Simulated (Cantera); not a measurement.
Cantera run, input and output.

```python
import numpy as np
import cantera as ct

surf = ct.Interface("diamond.yaml", "diamond_100")
gas, bulk = surf.adjacent["gas"], surf.adjacent["diamond"]
k = surf.kinetics_species_index(bulk.species_names[0])
cover = ["c6HH", "c6H*", "c6*H", "c6**", "c6HM", "c6B"]

rows, drift = [], 0.0
print(f"{'xH':>10s}{'um/h':>11s}" + "".join(f"{s:>11s}" for s in cover))
for v in [0.0001, 0.00025, 0.00062, 0.0016, 0.0039, 0.0097, 0.024, 0.06, 0.15]:
    T, P, xH, xCH3 = 1150, 16000, v, 4.6e-05
    gas.TPX = T, P, {"H": xH, "CH3": xCH3, "CH4": 0.0024, "H2": 1 - xH - xCH3 - 0.0024}
    surf.TP = bulk.TP = T, P
    surf.coverages = "c6H*:0.1, c6HH:0.9"
    surf.advance_coverages(100.0)
    before = surf.coverages
    surf.advance_coverages(100.0)
    drift = max(drift, np.max(np.abs(surf.coverages - before) / (surf.coverages + 1e-9)))
    rate = surf.net_production_rates[k] * bulk.mean_molecular_weight / bulk.density * 3.6e9
    rows.append([rate, *surf[cover].coverages])
    print(f"{v:10.4g}{rate:11.4e}" + "".join(f"{x:11.3e}" for x in rows[-1][1:]))
```

It prints:

```
        xH       um/h       c6HH       c6H*       c6*H       c6**       c6HM        c6B
    0.0001 2.9271e-01  6.022e-01  2.532e-02  3.589e-01  5.329e-03  4.618e-03  7.943e-10
   0.00025 8.0336e-01  5.324e-01  2.947e-02  4.178e-01  1.087e-02  5.514e-03  2.180e-09
   0.00062 1.8069e+00  4.968e-01  3.148e-02  4.461e-01  1.656e-02  5.414e-03  4.903e-09
    0.0016 3.3711e+00  4.809e-01  3.245e-02  4.592e-01  2.072e-02  4.127e-03  9.148e-09
    0.0039 4.8696e+00  4.753e-01  3.293e-02  4.649e-01  2.282e-02  2.507e-03  1.321e-08
    0.0097 5.9521e+00  4.733e-01  3.334e-02  4.675e-01  2.387e-02  1.246e-03  1.615e-08
     0.024 6.5428e+00  4.725e-01  3.392e-02  4.683e-01  2.442e-02  5.562e-04  1.775e-08
      0.06 6.8571e+00  4.721e-01  3.520e-02  4.674e-01  2.488e-02  2.335e-04  1.861e-08
      0.15 7.1017e+00  4.717e-01  3.823e-02  4.643e-01  2.564e-02  9.673e-05  1.927e-08
```

Cantera simulation using the Harris–Goodwin 1993 mechanism for the reconstructed diamond (100) surface; the numbers are that mechanism's predictions, not measurements.
